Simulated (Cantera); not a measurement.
Input: 1 mol Cu2O, 1.5 mol CH4, 1 mol CO, held at 0.00133 bar.

Equilibrium computed with Cantera from the NASA thermochemical tables; the gas is ideal and each condensed phase is pure. Candidate condensed phases: C, C6H6, C7H8, C8H18, Cu, CuO, Cu(OH)2, Cu2O, H2O; 113 gas species. Equilibrium is a limit: real reactors are often held back by kinetics, nucleation or transport.

Over these rows the condensed part is C(graphite) + Cu(s). Partial pressures as log10 of bar:

```json
[
 {"T (K)": "848", "1000/T (1/K)": "1.1792", "log p CO2": "-5.21", "log p H2": "-3.10", "log p CO": "-3.28"},
 {"T (K)": "948", "1000/T (1/K)": "1.0549", "log p CO2": "-6.30", "log p H2": "-3.10", "log p CO": "-3.27"},
 {"T (K)": "1048", "1000/T (1/K)": "0.9542", "log p CO2": "-7.20", "log p H2": "-3.10", "log p CO": "-3.27"},
 {"T (K)": "1148", "1000/T (1/K)": "0.8711", "log p CO2": "-7.94", "log p H2": "-3.10", "log p CO": "-3.27"},
 {"T (K)": "1248", "1000/T (1/K)": "0.8013", "log p CO2": "?", "log p H2": "-3.10", "log p CO": "-3.27"},
 {"T (K)": "1348", "1000/T (1/K)": "0.7418", "log p CO2": "-9.07", "log p H2": "-3.10", "log p CO": "-3.27"}
]
```

Problem. Fit log p(CO2) = a + b·(1000/T) to the five rows, give the apparent enthalpy, and predict the row at 1248 K.

Solution. Means: 1000/T = 0.9602, log p = -7.144. Sxy = 0.995371, Sxx = 0.1126025, so b = 8.84 and a = -7.144 − (8.84)×0.9602 = -15.63.
Apparent enthalpy: −19.145 × (8.84) = -169 kJ/mol. With the condensed phases at unit activity, 2 CO(g) = CO2(g) + C(graphite) links this pressure to the main gases: over the six rows their terms move log p by +0.02 in all, so the slope is close to that reaction's ΔH°. The five rows lie within 0.01 of the line.
Prediction at 1248 K: -15.63 + (8.84)×0.8013 = -8.55. The computed value is -8.55, 0.00 from the line.
